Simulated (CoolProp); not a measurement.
Vapour-liquid equilibrium of R125 (1) + dimethyl ether (2) at -80.65 °C; x and y are mole fractions of (1).

Values from CoolProp's multi-fluid Helmholtz-energy mixture model, Lemmon 2005 and Wu 2011; pair parameters Bell 2016.

```
x     bubble pressure, mixture model (kPa)  bubble pressure, Raoult's law (kPa)  y, mixture model  y, Raoult's law
----  ------------------------------------  -----------------------------------  ----------------  ---------------
0.05                                 3.952                                4.376             0.080            0.169
0.2                                  4.463                                6.017             0.328            0.491
0.35                                 5.322                                7.659             0.571            0.675
0.5                                  6.718                                9.300             0.770            0.794
0.65                                 8.772                                10.94             0.901            0.878
0.8                                  11.37                                12.58             0.968            0.939
0.95                                 14.02                                14.22             0.996            0.987
```

The largest gap from Raoult's law is -30.5 % in bubble pressure, at x = 0.35. No azeotrope shows between x = 0.05 and 0.95.

Pair parameters are fitted to limited data, so mixtures are less certain than the pure fluids.
